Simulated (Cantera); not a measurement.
**Pb + H2 + N2 (iron carbonyl, mercury and lead vapours)**

Input: 1 mol Pb, 0.038 mol H2, 0.15 mol N2, at 52.0 mbar.

Method: chemical equilibrium by Gibbs-energy minimisation in Cantera with the NASA 1993 tables (ideal gas, pure condensed phases). Candidate condensed phases: Pb; 11 gas species. Kinetics and transport are ignored.

```tsv
T (°C)	x Pb	x N2	x H2	x Pb2	x NH3	n Pb(l)
350	3.99e-10	0.798	0.202	<1e-12	0.000120	1.00
425	1.95e-8	0.798	0.202	<1e-12	4.06e-5	1.00
500	4.44e-7	0.798	0.202	<1e-12	1.67e-5	1.00
575	5.75e-6	0.798	0.202	1.22e-12	7.98e-6	1.000
650	4.88e-5	0.798	0.202	4.39e-11	4.26e-6	1.000
725	0.000298	0.798	0.202	9.11e-10	2.49e-6	1.000
800	0.00141	0.797	0.202	1.22e-8	1.56e-6	1.000
875	0.00539	0.794	0.201	1.15e-7	1.03e-6	0.999
950	0.0175	0.784	0.199	8.19e-7	7.01e-7	0.997
1025	0.0492	0.759	0.192	4.60e-6	4.77e-7	0.990
1100	0.123	0.699	0.177	2.13e-5	3.05e-7	0.974
1175	0.281	0.574	0.145	8.34e-5	1.59e-7	0.927
1250	0.588	0.329	0.0833	0.000284	4.15e-8	0.732
1325	0.841	0.126	0.0320	0.000464	4.96e-9	0
```
x: gas mole fraction; n: condensed amount in mol.

From 350 °C to 1250 °C the condensed part is Pb(l). At 1325 °C nothing is condensed.
